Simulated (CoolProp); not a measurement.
A simple Rankine cycle with R141b: condensing at 318.15 K, boiler at 0.852 MPa, turbine inlet 423.7 K, turbine efficiency 0.75, pump efficiency 0.8, no recuperator. Each further row changes one setting.

Model: reference Helmholtz-energy equation of state, Lemmon 2006, in CoolProp. It is a short technical equation, of lower accuracy than the large ones.

```csv
case,thermal efficiency (%),net work (kJ/kg),heat in (kJ/kg),turbine exit temperature (K),volume ratio over the turbine
as stated,10.9,32.6,299,376.8,5.29
turbine inlet 443.7 K,10.9,34.6,319,396.9,5.24
condensing temperature 310.15 K,12.1,37.5,309,370.5,6.80
boiler pressure 0.596 MPa,8.8,26.8,303,387.7,3.67
turbine efficiency 0.65,9.4,28.1,299,381.8,5.36
```
